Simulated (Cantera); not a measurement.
What does this Cantera script print?

```python
import numpy as np
import cantera as ct

gas_names = """
    CL CL2 H HCL H2 Si SiCL SiCL2 SiCL3 SiCL4 SiH SiHCL3 SiH2 SiH2CL2 SiH3 SiH3CL SiH4 Si2 Si3
""".split()
cond_names = """
    Si(cr) Si(L)
""".split()


# ... load() reads the species with a 1 bar reference pressure and builds the phases ...
atoms = {
    'Si2Cl6': {'Si': 2, 'CL': 6},
    'H2': {'H': 2},
}
top_T = {}  # K; cautious upper limits of use, not melting points


# ... equilibrate(T, P, feed) seeds the gas with the atoms and calls Mixture.equilibrate('TP', solver="vcs", rtol=1e-11, max_steps=5000) ...
results = []
feed = {'Si2Cl6': 1, 'H2': 31}  # mol
P = 97000  # Pa
for T in [800, 900, 1000, 1100, 1200, 1300, 1400, 1500]:
    mix = equilibrate(T, P, feed)
    results.append((T, P, feed, dict(zip(mix.species_names, mix.species_moles))))

top = {s: max(r[3][s] / sum(r[3][g] for g in gas_names) for r in results) for s in gas_names}
cols = sorted((s for s in top if top[s] > 1e-05), key=lambda s: -top[s])[:6]
seen = [c for c in cond_names if any(r[3].get(c, 0) > 1e-12 for r in results)]
print("log10 of partial pressures in bar; condensed amounts in mol")
print(f"{'T/K':>10s}" + "".join(f"{s[:9]:>10s}" for s in cols + seen))
for T, P, feed, n in results:
    ng = sum(n[g] for g in gas_names)
    print(f"{T:10.4g}" + "".join(f"{np.log10(max(n[s] / ng * P / 1e5, 1e-99)):10.3f}" for s in cols)
          + "".join(f"{n.get(c, 0):10.4g}" for c in seen))
```

Result:

```
log10 of partial pressures in bar; condensed amounts in mol
       T/K        H2       HCL     SiCL4     SiCL2    SiHCL3     SiCL3    Si(cr)
       800    -0.037    -3.004    -1.568    -5.959    -1.645    -4.786    0.2937
       900    -0.038    -2.488    -1.568    -4.806    -1.664    -4.026    0.3172
      1000    -0.040    -2.082    -1.580    -3.894    -1.689    -3.429    0.3637
      1100    -0.043    -1.758    -1.613    -3.164    -1.729    -2.960    0.4395
      1200    -0.048    -1.501    -1.684    -2.581    -1.797    -2.604    0.5376
      1300    -0.055    -1.306    -1.824    -2.131    -1.914    -2.364    0.6291
      1400    -0.063    -1.172    -2.068    -1.810    -2.110    -2.253    0.6784
      1500    -0.070    -1.095    -2.438    -1.613    -2.398    -2.276    0.6805
```

Equilibrium computed with Cantera from the NASA thermochemical tables; the gas is ideal and each condensed phase is pure. The feed counts by its element totals alone. The tables' values for SiCl3 are old estimates; treat these amounts as uncertain.
